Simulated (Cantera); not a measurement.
An isothermal, constant-pressure homogeneous reactor starts with NO : N2 = 1 : 0.72 (molar parts), at 1448 K and 21000 Pa. Integrator tolerance rtol = 1e-08.

Cantera simulation using GRI-Mech 3.0 (53 species, 325 reactions); the numbers are that mechanism's predictions, not measurements.

Question: What does this change do: temperature 1448 to 1800 K?

Answer: 
| quantity | before | after |
|---|---|---|
| x(NO) at 20.0 s | 0.568 (gas-phase equilibrium 0.00105) | 0.208 (gas-phase equilibrium 0.00463) |
| x(O2) at 20.0 s | 0.00618 (gas-phase equilibrium 0.290) | 0.187 (gas-phase equilibrium 0.288) |
| x(NO2) at 20.0 s | 0.000317 (gas-phase equilibrium 3.57e-6) | 0.000224 (gas-phase equilibrium 6.23e-6) |
| x(O) at 20.0 s | 4.29e-7 (gas-phase equilibrium 2.31e-6) | 0.000117 (gas-phase equilibrium 0.000143) |
| x(N2) at 20.0 s | 0.425 (gas-phase equilibrium 0.709) | 0.605 (gas-phase equilibrium 0.707) |
| x(N2O) at 20.0 s | 9.93e-5 (gas-phase equilibrium 2.86e-8) | 1.55e-5 (gas-phase equilibrium 1.16e-7) |
